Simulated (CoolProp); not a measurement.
Toluene at 428.24 K and 0.0672 MPa is compressed adiabatically to 0.199 MPa with isentropic efficiency 0.6. Each further row changes one setting.

The numbers come from the reference Helmholtz-energy equation of state, Lemmon 2006 in CoolProp. It is a short technical equation, of lower accuracy than the large ones.

```json
[
 {"case": "as stated", "work (kJ/kg)": "70.1", "final temperature (K)": "471.6", "final density (kg/m³)": "4.87"},
 {"case": "efficiency 1", "work (kJ/kg)": "42.0", "final temperature (K)": "455.8", "final density (kg/m³)": "5.06"},
 {"case": "efficiency 0.65", "work (kJ/kg)": "64.7", "final temperature (K)": "468.6", "final density (kg/m³)": "4.90"}
]
```
